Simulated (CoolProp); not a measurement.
Vapour-liquid equilibrium of hydrogen sulfide (1) + n-butane (2) at 0.144 MPa; x and y are mole fractions of (1).

Values from CoolProp's multi-fluid Helmholtz-energy mixture model, Lemmon 2006 and Bücker 2006; pair parameters Kunz 2012.

| x | bubble temperature (K) | y at the bubble point | dew temperature at overall composition x (K) | liquid density (mol/L) |
|---|---|---|---|---|
| 0.05 | 262.3 | 0.544 | 280.8 | 10.77 |
| 0.15 | 241.3 | 0.838 | 277.8 | 11.77 |
| 0.25 | 232.4 | 0.906 | 274.4 | 12.73 |
| 0.35 | 228.2 | 0.930 | 270.8 | 13.81 |
| 0.45 | 225.9 | 0.942 | 266.7 | 15.07 |
| 0.55 | 224.6 | 0.949 | 262.0 | 16.57 |
| 0.65 | 223.7 | 0.955 | 256.4 | 18.36 |
| 0.75 | 222.8 | 0.961 | 249.4 | 20.50 |
| 0.85 | 221.9 | 0.970 | 239.9 | 23.01 |
| 0.95 | 220.7 | 0.986 | 224.5 | 25.90 |

No azeotrope shows between x = 0.05 and 0.95.

The pair parameters rest on a limited set of measurements; away from them the model extrapolates. With so large a gap from Raoult's law the liquid may split in two, which this calculation doesn't test in full.
